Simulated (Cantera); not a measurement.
A Cantera script and its output.

```python
import numpy as np
import cantera as ct

gas = ct.Solution("h2o2.yaml")


def delay(T, t_max=10):
    gas.TPX = T, 3500000, {'H2': 2.7, 'O2': 0.278, 'N2': 1.04, 'H2O': 0.61}
    reactor = ct.IdealGasReactor(gas, clone=False)
    net = ct.ReactorNet([reactor])
    net.rtol, net.atol = 1e-8, 1e-16
    while net.time < t_max:
        t_old, T_old = net.time, reactor.T
        net.step()
        if reactor.T > T + 400:  # ignition: a rise of 400 K
            return t_old + (T + 400 - T_old) / (reactor.T - T_old) * (net.time - t_old)
    return np.nan


taus = []
for T in [1025, 1100, 1175, 1250, 1325, 1400, 1475, 1550]:
    taus.append(delay(T))
    print(f"T0 = {T:6g} K   tau = {taus[-1]:.4e} s")
```

Output:

```
T0 =   1025 K   tau = 1.5268e-03 s
T0 =   1100 K   tau = 3.8956e-04 s
T0 =   1175 K   tau = 1.1991e-04 s
T0 =   1250 K   tau = 4.2415e-05 s
T0 =   1325 K   tau = 1.6559e-05 s
T0 =   1400 K   tau = 6.9206e-06 s
T0 =   1475 K   tau = 3.0639e-06 s
T0 =   1550 K   tau = 1.4752e-06 s
```

Cantera simulation using the H2/O2 subset of GRI-Mech 3.0, which has no nitrogen chemistry; the numbers are that mechanism's predictions, not measurements. The hydrogen kinetics of GRI-Mech 3.0 are dated; newer H2 mechanisms differ, most at raised pressure. The pressure lies above the range GRI-Mech 3.0 was tuned for (to about 10 atm).
